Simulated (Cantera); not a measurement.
Input (Python, Cantera):

```python
import numpy as np
import cantera as ct

gas = ct.Solution("gri30.yaml")


def delay(T, t_max=10):
    gas.TPX = T, 101325, {'CO': 1, 'H2': 0.088, 'O2': 0.418, 'N2': 1.57, 'CO2': 0.55}
    reactor = ct.IdealGasConstPressureReactor(gas, clone=False)
    net = ct.ReactorNet([reactor])
    net.rtol, net.atol = 1e-8, 1e-16
    while net.time < t_max:
        t_old, T_old = net.time, reactor.T
        net.step()
        if reactor.T > T + 400:  # ignition: a rise of 400 K
            return t_old + (T + 400 - T_old) / (reactor.T - T_old) * (net.time - t_old)
    return np.nan


taus = []
for T in [1450, 1525, 1600, 1675, 1750]:
    taus.append(delay(T))
    print(f"T0 = {T:6g} K   tau = {taus[-1]:.4e} s")

# d ln(tau) / d ln(k), from doubling and halving each rate constant
T, sens = 1600, []
for i in range(gas.n_reactions):
    gas.set_multiplier(2.0, i)
    up = delay(T)
    gas.set_multiplier(0.5, i)
    down = delay(T)
    gas.set_multiplier(1.0, i)
    sens.append((np.log(up / down) / np.log(4.0), gas.reaction(i).equation))
sens.sort(key=lambda x: -abs(x[0]))
print(f"sensitivities at {T} K")
for s, eq in sens[:10]:
    print(f"{s:8.3f}  {eq}")
```

Result:

```
T0 =   1450 K   tau = 1.0323e-04 s
T0 =   1525 K   tau = 1.0419e-04 s
T0 =   1600 K   tau = 1.0899e-04 s
T0 =   1675 K   tau = 1.1674e-04 s
T0 =   1750 K   tau = 1.2691e-04 s
sensitivities at 1600 K
  -0.232  CO + O (+M) <=> CO2 (+M)
  -0.205  H + O2 + M <=> HO2 + M
  -0.115  CO + OH <=> CO2 + H
  -0.095  H + O2 <=> O + OH
  -0.093  H + O2 + N2 <=> HO2 + N2
  -0.078  H2 + O <=> H + OH
  -0.052  H + OH + M <=> H2O + M
  -0.042  H + O2 + H2O <=> HO2 + H2O
  -0.016  HCO + M <=> CO + H + M
  -0.015  H + O + M <=> OH + M
```

Cantera simulation using GRI-Mech 3.0 (53 species, 325 reactions); the numbers are that mechanism's predictions, not measurements. Where the delays flatten at high temperature, the 400 K rule measures the pace of heat release, not the induction time.
